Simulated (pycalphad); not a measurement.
Computed with pycalphad from the COST 507 light-alloy database (1999), at 1 atm. These are 1990s assessments: newer ones move some temperatures and phases. Phase fractions are per mole of atoms.

### Question
Give the equilibrium state of Si-62.27Ti (wt.%) at 1777 °C.

### Answer
liquid, fraction 0.593, with 58.1 Ti wt.%; SI4TI5, fraction 0.407, with 68.1 Ti wt.%.

### Question
Give the equilibrium state of Si-62.27Ti (wt.%) at 827 °C.

### Answer
SITI, fraction 0.952, with 63.0 Ti wt.%; SI2TI, fraction 0.048, with 46.0 Ti wt.%.

Database names, with the compositions (at.%) that they take in these runs: SI4TI5: Ti 56 Si 44; SITI: Si 50 Ti 50; SI2TI: Si 67 Ti 33.
